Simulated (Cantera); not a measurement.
A perfectly stirred reactor is fed with CH₃OH : O₂ : N₂ = 0.0079 : 0.026 : 1 (molar parts), at 5.80 bar; it is held at 1050 K, and followed from long to short residence time.

Detailed kinetics in Cantera: GRI-Mech 3.0 (53 species, 325 reactions). GRI-Mech 3.0 was tuned for natural gas; its chemistry of methanol as a main component is partial and can be far from experiment.

Task: What does this change do: pressure from 5.80 bar to 9.80 bar?

Result: 
```json
[
 {"quantity": "x(CH₃OH) at τ = 0.950 s", "before": "0.000127", "after": "0.000119"},
 {"quantity": "x(O₂) at τ = 0.950 s", "before": "0.0149", "after": "0.0147"},
 {"quantity": "x(CO₂) at τ = 0.950 s", "before": "0.00551", "after": "0.00577"},
 {"quantity": "x(C₂H₆) at τ = 0.950 s", "before": "<1e-12", "after": "<1e-12"},
 {"quantity": "x(NO) at τ = 0.950 s", "before": "3.38e-11", "after": "1.46e-11"},
 {"quantity": "x(CH₃OH) at τ = 70.0 ms", "before": "0.000735", "after": "0.000597"},
 {"quantity": "x(O₂) at τ = 70.0 ms", "before": "0.0177", "after": "0.0170"},
 {"quantity": "x(CO₂) at τ = 70.0 ms", "before": "0.00214", "after": "0.00272"},
 {"quantity": "x(C₂H₆) at τ = 70.0 ms", "before": "<1e-12", "after": "<1e-12"},
 {"quantity": "x(NO) at τ = 70.0 ms", "before": "2.48e-12", "after": "2.01e-12"}
]
```

Task: What does this change do: pressure from 5.80 bar to 1.10 bar?

Result: 
```
quantity                   before     after
-----------------------  --------  --------
x(CH₃OH) at τ = 0.950 s  0.000127  0.000148
x(O₂) at τ = 0.950 s       0.0149    0.0156
x(CO₂) at τ = 0.950 s     0.00551   0.00449
x(C₂H₆) at τ = 0.950 s     <1e-12    <1e-12
x(NO) at τ = 0.950 s     3.38e-11  9.93e-11
x(CH₃OH) at τ = 70.0 ms  0.000735   0.00206
x(O₂) at τ = 70.0 ms       0.0177    0.0206
x(CO₂) at τ = 70.0 ms     0.00214  0.000595
x(C₂H₆) at τ = 70.0 ms     <1e-12    <1e-12
x(NO) at τ = 70.0 ms     2.48e-12    <1e-12
```
